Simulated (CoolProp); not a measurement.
Model: reference Helmholtz-energy equation of state, Lemmon 2006, in CoolProp. It is a short technical equation, of lower accuracy than the large ones.

**Question.** Give the vapour pressure (MPa), liquid density (kg/m³), liquid cp (kJ/(kg K)), liquid viscosity (µPa s) of saturated toluene at 372.9, 382, 409.2 K.

**Answer.** 
```csv
T (K),p (MPa),liquid density (kg/m³),liquid cp (kJ/(kg K)),liquid viscosity (µPa s)
372.9,0.0737,790,1.96,270
382,0.0964,781,2.00,252
409.2,0.198,752,2.10,208
```

Viscosity comes from a separate model (Avgeri 2015).
